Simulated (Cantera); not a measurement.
Input (Python, Cantera) and output of one run.

```python
import numpy as np
import cantera as ct

gas_names = """
    Br Br2 H HBr HNO HNO2 HNO3 HO2 H2 H2O H2O2 N NH NH2 NH3 NH2OH NO NO2 NO3 N2 N2H2 N2H4 N2O O OH O2 O3
    Si SiBr SiBr2 SiBr3 SiBr4 SiH SiHBr3 SiH2 SiH2Br2 SiH3 SiH3Br SiH4 SiN SiO SiO2 Si2 Si2N Si3
""".split()
cond_names = """
    Br2(cr) Br2(L) H2O(s) H2O(L) Si(cr) Si(L) SiO2(Lqz) SiO2(hqz) SiO2(L) Si2N2O(s) Si3N4(a)
""".split()


def load(file, names, dense=False):
    # The tables refer to 1 bar. Condensed volumes are neglected.
    table = {s.name: s for s in ct.Species.list_from_file(file)}
    out = []
    for n in names:
        d = dict(table[n].input_data)
        d["thermo"] = dict(d["thermo"], **{"reference-pressure": 1e5})
        if dense:
            d["equation-of-state"] = {"model": "constant-volume", "density": "1e6 g/cm^3"}
        out.append(ct.Species.from_dict(d))
    return out


gas = ct.Solution(thermo="ideal-gas", species=load("nasa_gas.yaml", gas_names))
cond = {s.name: ct.Solution(thermo="fixed-stoichiometry", species=[s], name=s.name)
        for s in load("nasa_condensed.yaml", cond_names, dense=True)}
atoms = {
    'SiO2': {'Si': 1, 'O': 2},
    'HBr': {'H': 1, 'Br': 1},
    'N2': {'N': 2},
}
top_T = {'Si2N2O(s)': 2100, 'Si3N4(a)': 2400}  # K; cautious upper limits of use, not melting points


def equilibrate(T, P, feed):
    n = {}
    for name, mol in feed.items():
        for a, k in atoms[name].items():
            n[a] = n.get(a, 0.0) + k * mol
    gas.TPX = T, P, n
    mass = sum(n.values()) * gas.mean_molecular_weight
    gas.equilibrate("TP")
    valid = [c for c in cond.values() if c.min_temp <= T <= top_T.get(c.name, c.max_temp)]
    mix = ct.Mixture([(gas, mass / gas.mean_molecular_weight)] + [(c, 0.0) for c in valid])
    mix.T, mix.P = T, P
    mix.equilibrate("TP", solver="vcs", rtol=1e-11, max_steps=5000)
    return mix


results = []
feed = {'SiO2': 1, 'HBr': 2.4, 'N2': 0.41}  # mol
P = 24  # Pa
for T in [1223, 1248, 1273, 1298, 1323, 1348, 1373, 1398, 1423, 1448, 1473, 1498, 1523, 1548]:
    mix = equilibrate(T, P, feed)
    results.append((T, P, feed, dict(zip(mix.species_names, mix.species_moles))))
    x = sorted(zip(gas.X, gas.species_names), reverse=True)
    print(f"T = {T:g} K  P = {P:g} Pa  gas = {mix.phase_moles(0):.4g} mol")
    print("   x: " + "  ".join(f"{s} {v:.3e}" for v, s in x if v > 1e-06))
    print("   condensed (mol): " + ("  ".join(f"{mix.phase(i).name} {mix.phase_moles(i):.4g}"
          for i in range(1, mix.n_phases) if mix.phase_moles(i) > 1e-12) or "none"))
```

It prints:

```
T = 1223 K  P = 24 Pa  gas = 2.867 mol
   x: HBr 7.971e-01  N2 1.430e-01  Br 3.967e-02  H2 1.999e-02  Br2 1.542e-04  H2O 1.342e-05  SiBr4 5.291e-06  H 2.744e-06
   condensed (mol): SiO2(hqz) 1
T = 1248 K  P = 24 Pa  gas = 2.879 mol
   x: HBr 7.852e-01  N2 1.424e-01  Br 4.804e-02  H2 2.417e-02  Br2 1.532e-04  H2O 1.570e-05  SiBr4 4.895e-06  H 4.686e-06  SiBr2 1.729e-06  SiO 1.645e-06
   condensed (mol): SiO2(hqz) 1
T = 1273 K  P = 24 Pa  gas = 2.893 mol
   x: HBr 7.715e-01  N2 1.417e-01  Br 5.763e-02  H2 2.895e-02  Br2 1.517e-04  H2O 1.935e-05  H 7.832e-06  SiO 4.495e-06  SiBr4 3.986e-06  SiBr2 2.940e-06
   condensed (mol): SiO2(hqz) 1
T = 1298 K  P = 24 Pa  gas = 2.91 mol
   x: HBr 7.560e-01  N2 1.409e-01  Br 6.849e-02  H2 3.437e-02  Br2 1.495e-04  H2O 2.566e-05  H 1.282e-05  SiO 1.087e-05  SiBr2 4.127e-06  SiBr4 2.745e-06
   condensed (mol): SiO2(hqz) 0.9999
T = 1323 K  P = 24 Pa  gas = 2.928 mol
   x: HBr 7.386e-01  N2 1.400e-01  Br 8.067e-02  H2 4.044e-02  Br2 1.468e-04  H2O 3.675e-05  SiO 2.319e-05  H 2.059e-05  SiBr2 4.745e-06  SiBr4 1.583e-06
   condensed (mol): SiO2(hqz) 0.9999
T = 1348 K  P = 24 Pa  gas = 2.949 mol
   x: HBr 7.193e-01  N2 1.390e-01  Br 9.421e-02  H2 4.718e-02  Br2 1.433e-04  H2O 5.597e-05  SiO 4.450e-05  H 3.244e-05  SiBr2 4.619e-06
   condensed (mol): SiO2(hqz) 0.9999
T = 1373 K  P = 24 Pa  gas = 2.972 mol
   x: HBr 6.981e-01  N2 1.379e-01  Br 1.091e-01  H2 5.457e-02  Br2 1.393e-04  H2O 8.823e-05  SiO 7.903e-05  H 5.021e-05  SiBr2 4.023e-06
   condensed (mol): SiO2(hqz) 0.9998
T = 1398 K  P = 24 Pa  gas = 2.998 mol
   x: HBr 6.749e-01  N2 1.367e-01  Br 1.253e-01  H2 6.259e-02  H2O 1.405e-04  Br2 1.346e-04  SiO 1.334e-04  H 7.641e-05  SiBr2 3.294e-06
   condensed (mol): SiO2(hqz) 0.9996
T = 1423 K  P = 24 Pa  gas = 3.027 mol
   x: HBr 6.500e-01  Br 1.427e-01  N2 1.355e-01  H2 7.119e-02  H2O 2.229e-04  SiO 2.173e-04  Br2 1.294e-04  H 1.144e-04  SiBr2 2.613e-06
   condensed (mol): SiO2(hqz) 0.9993
T = 1448 K  P = 24 Pa  gas = 3.058 mol
   x: HBr 6.234e-01  Br 1.612e-01  N2 1.341e-01  H2 8.031e-02  H2O 3.494e-04  SiO 3.452e-04  H 1.686e-04  Br2 1.237e-04  SiBr2 2.039e-06
   condensed (mol): SiO2(hqz) 0.9989
T = 1473 K  P = 24 Pa  gas = 3.092 mol
   x: HBr 5.953e-01  Br 1.808e-01  N2 1.326e-01  H2 8.987e-02  H2O 5.398e-04  SiO 5.366e-04  H 2.448e-04  Br2 1.176e-04  SiBr2 1.576e-06
   condensed (mol): SiO2(hqz) 0.9983
T = 1498 K  P = 24 Pa  gas = 3.128 mol
   x: HBr 5.658e-01  Br 2.012e-01  N2 1.311e-01  H2 9.974e-02  H2O 8.211e-04  SiO 8.187e-04  H 3.503e-04  Br2 1.110e-04  SiBr2 1.210e-06
   condensed (mol): SiO2(hqz) 0.9974
T = 1523 K  P = 24 Pa  gas = 3.167 mol
   x: HBr 5.354e-01  Br 2.223e-01  N2 1.295e-01  H2 1.098e-01  H2O 1.229e-03  SiO 1.228e-03  H 4.943e-04  Br2 1.043e-04
   condensed (mol): SiO2(hqz) 0.9961
T = 1548 K  P = 24 Pa  gas = 3.208 mol
   x: HBr 5.041e-01  Br 2.439e-01  N2 1.278e-01  H2 1.199e-01  H2O 1.812e-03  SiO 1.811e-03  H 6.882e-04  Br2 9.729e-05
   condensed (mol): SiO2(hqz) 0.9942
```

Method: chemical equilibrium by Gibbs-energy minimisation in Cantera with the NASA 1993 tables (ideal gas, pure condensed phases). The tables hold silica as quartz up to 1696 K and as liquid above; real silica turns to tridymite and cristobalite and melts near 1996 K.
